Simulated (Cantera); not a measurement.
Input: 1 mol CH₄, 0.44 mol NH₃, held at 1325 K.

Method: chemical equilibrium by Gibbs-energy minimisation in Cantera with the NASA 1993 tables (ideal gas, pure condensed phases). Candidate condensed phases: C, C₆H₆, C₇H₈, C₈H₁₈; 92 gas species. The ideal-gas law is rough above about 30 bar. Kinetics and transport are ignored.

**Question.** What share of the C ends up in condensed phases as a function of P (Pa), at 10, 100, 1000, 10000, 100000, 1000000, 10000000?

**Answer.** 
| P (Pa) | C condensed (%) | as |
|---|---|---|
| 10 | 100.0 | C(graphite) |
| 100 | 100.0 | C(graphite) |
| 1000 | 100.0 | C(graphite) |
| 10000 | 99.8 | C(graphite) |
| 100000 | 98.4 | C(graphite) |
| 1000000 | 86.1 | C(graphite) |
| 10000000 | 38.9 | C(graphite) |
